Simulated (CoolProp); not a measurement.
1-butene along the isotherm 6.25 °C: density (kg/m³) from the reference equation and from simpler models built on Tc = 146.1 °C, pc = 4.006 MPa, ω = 0.192; each cubic takes its own stable root.

Values from CoolProp's reference Helmholtz-energy equation of state, Lemmon 2005. It is a short technical equation, of lower accuracy than the large ones.

| p (MPa) | phase | reference |
|---|---|---|
| 1 | liquid | 612.3 |
| 2 | liquid | 613.7 |
| 3 | liquid | 615.2 |
| 4.01 | liquid | 616.6 |
| 5.01 | liquid | 618.0 |
| 6.01 | liquid | 619.3 |
| 7.01 | liquid | 620.6 |
| 8.01 | liquid | 621.9 |
| 9.01 | liquid | 623.2 |
| 10 | liquid | 624.4 |

Problem. How far does each simpler model (van der Waals, Redlich-Kwong, Soave-Redlich-Kwong, Peng-Robinson) lie from the reference over these 10 states: mean and median of the absolute difference, and the worst?

Solution. 
- van der Waals: mean 36.6 %, median 36.5 %, worst -38.0 % at 6.25 °C and 1 MPa
- Redlich-Kwong: mean 8.7 %, median 8.7 %, worst -9.5 % at 6.25 °C and 1 MPa
- Soave-Redlich-Kwong: mean 6.8 %, median 6.7 %, worst -7.2 % at 6.25 °C and 1 MPa
- Peng-Robinson: mean 5.2 %, median 5.2 %, worst +5.4 % at 6.25 °C and 10 MPa
